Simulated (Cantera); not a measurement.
An adiabatic, constant-volume homogeneous reactor starts with CH4 : O2 : N2 : CO2 = 1 : 5.71 : 21.5 : 2 (molar parts), equivalence ratio 0.35, at 1448 K and 12800 Torr.

Computed with Cantera and GRI-Mech 3.0 (53 species, 325 reactions). The pressure lies above the range GRI-Mech 3.0 was tuned for (to about 10 atm).

Question: Predict: time of steepest temperature rise; temperature at 2.00 s; equilibrium temperature; x(O2) at 2.00 s; x(CO2) at 2.00 s; x(HO2) at 2.00 s; x(O) at 2.00 s.

Answer: 
* **time of steepest temperature rise**: 0.145 ms
* **temperature at 2.00 s**: 2262 K
* **equilibrium temperature**: 2262 K
* **x(O2) at 2.00 s**: 0.117 (gas-phase equilibrium 0.117)
* **x(CO2) at 2.00 s**: 0.0987 (gas-phase equilibrium 0.0987)
* **x(HO2) at 2.00 s**: 8.54e-6 (gas-phase equilibrium 8.54e-6)
* **x(O) at 2.00 s**: 0.000265 (gas-phase equilibrium 0.000265)
